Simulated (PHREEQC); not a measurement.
Consider water at 25 °C with 0.0027 mol NH4HF2, 6.2e-05 mol (NH4)2SiF6, 0.00042 mol HBF4 and 0.0001 mol H2SO4 per kg of water. Closed to the air; pH follows from the charge balance.

Equilibrium calculation in PHREEQC: ion-association model, phreeqc.dat.

```csv
quantity,before,after
pH,3.15,3.23
ionic strength (mol/kgw),0.00372,0.00210
F- (mol/kgw),0.00288,0.00180
HF (mol/kgw),0.00284,0.00150
HF2- (mol/kgw),3.14e-5,1.04e-5
SI of Quartz (SiO2),-2.49,-1.34
```

Question: Which change was made?
A) HBF4 left out
B) NH4HF2 from 0.0027 to 0.00405 mol/kgw
C) HBF4 from 0.00042 to 0.0021 mol/kgw
D) diluted 2-fold with water

Answer: D, diluted 2-fold with water

This is a speciation only: nothing precipitates in the calculation. SiF6-2 is the database's only silicon fluoride. Real BF4- forms and hydrolyses slowly; the run takes it at equilibrium.
